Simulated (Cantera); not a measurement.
A closed system holds: 1 mol Pb, 0.011 mol O2, 96 mol H2, held at 2.00 bar.

Equilibrium computed with Cantera from the NASA thermochemical tables; the gas is ideal and each condensed phase is pure. Candidate condensed phases: H2O, Pb, PbO, PbO2, Pb3O4; 12 gas species. Rates play no part.

Task: Which condensed phases are stable at each of these points (T (K)): 698, 773, 848, 923, 998, 1073, 1148, 1223, 1298, 1373, 1448, 1523, 1598, 1673?

Result: 
```csv
T (K),condensed phases,Pb condensed (%)
698,Pb(l),100.0
773,Pb(l),100.0
848,Pb(l),100.0
923,Pb(l),100.0
998,Pb(l),99.9
1073,Pb(l),99.6
1148,Pb(l),98.7
1223,Pb(l),95.6
1298,Pb(l),87.7
1373,Pb(l),69.1
1448,Pb(l),29.4
1523,gas only,0.0
1598,gas only,0.0
1673,gas only,0.0
```

From 698 K to 1448 K the condensed part is Pb(l). From 1523 K to 1673 K nothing is condensed.
